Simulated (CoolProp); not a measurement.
The numbers come from the reference Helmholtz-energy equation of state, Thol 2019 in CoolProp.

### Question
Give the vapour pressure (MPa), vapour density (kg/m³), liquid cp (kJ/(kg K)) of saturated tetradecamethylhexasiloxane (MD4M) at 23.15, 174.25, 282.05 °C.

### Answer
```json
[
 {"T (°C)": "23.15", "p (MPa)": "5.86e-7", "vapour density (kg/m³)": "0.000109", "liquid cp (kJ/(kg K))": "1.71"},
 {"T (°C)": "174.25", "p (MPa)": "0.00936", "vapour density (kg/m³)": "1.18", "liquid cp (kJ/(kg K))": "2.03"},
 {"T (°C)": "282.05", "p (MPa)": "0.161", "vapour density (kg/m³)": "19.4", "liquid cp (kJ/(kg K))": "2.25"}
]
```
